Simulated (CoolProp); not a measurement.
Vapour-liquid equilibrium of propylene (1) + R152A (2) at 190.4 K; x and y are mole fractions of (1).

Model: multi-fluid Helmholtz-energy mixture model, Lemmon 2013 and Outcalt 1996; pair parameters Bell 2016, in CoolProp.

Q: Give the bubble pressure and the first vapour's composition at x = 0.05, 0.15, 0.65. Is there an azeotrope?

A: x = 0.05: 0.005352 MPa, y = 0.488; x = 0.15: 0.008914 MPa, y = 0.718; x = 0.65: 0.01369 MPa, y = 0.861. No azeotrope shows between x = 0.05 and 0.95.

Pair parameters are fitted to limited data, so mixtures are less certain than the pure fluids. With so large a gap from Raoult's law the liquid may split in two, which this calculation doesn't test in full.
